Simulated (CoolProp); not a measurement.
A closed Brayton cycle with nitrogen: compressor inlet 311.15 K and 1.1 MPa, high pressure 3.17 MPa, turbine inlet 940 K, compressor efficiency 0.8, turbine efficiency 0.9, recuperator effectiveness 0.9 (on enthalpy, no pinch check). Each further row changes one setting.

Values from CoolProp's reference Helmholtz-energy equation of state, Span 2000.

```tsv
case	thermal efficiency (%)	net work (kJ/kg)	compressor to turbine work	compressor exit (K)	turbine exit (K)
as stated	34.0	90.5	0.61	448.5	734.6
turbine inlet 890 K	31.3	77.8	0.65	448.5	693.9
compressor inlet 321.15 K	32.5	85.8	0.63	462.8	734.6
high pressure 2.69 MPa	34.9	83.6	0.59	424.4	763.4
recuperator effectiveness 0.5	23.2	90.5	0.61	448.5	734.6
```
